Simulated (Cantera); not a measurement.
Charge: 1 mol Ti(OiPr)4, 0.45 mol H2O, 22 mol H2, equilibrated at 1677 °C and 1.05 Torr.

Method: chemical equilibrium by Gibbs-energy minimisation in Cantera with the NASA 1993 tables (ideal gas, pure condensed phases). Candidate condensed phases: C, C6H6, C7H8, C8H18, H2O, Ti, TiC, TiO, TiO2, Ti2O3, Ti3O5, Ti4O7; 113 gas species. The feed counts by its element totals alone. TiC: taken at fixed stoichiometry. Equilibrium is a limit: real reactors are often held back by kinetics, nucleation or transport.

Base state: H2 0.864, CO 0.107, H 0.0285, C2H2 (acetylene) 0.000472 (mole fractions); condensed: C(graphite) + TiC(s).

**Question.** What changes in the equilibrium state with this change: H2O from 0.45 to 3.3 mol?

**Answer.** 
| species | before | after |
|---|---|---|
| H2 | 0.864 | 0.817 |
| CO | 0.107 | 0.154 |
| H | 0.0285 | 0.0277 |
| C2H2 (acetylene) | 0.000472 | 0.000447 |
| C(graphite), mol | 6.51 | 3.66 |
| TiC(s), mol | 1.000 | 1.000 |
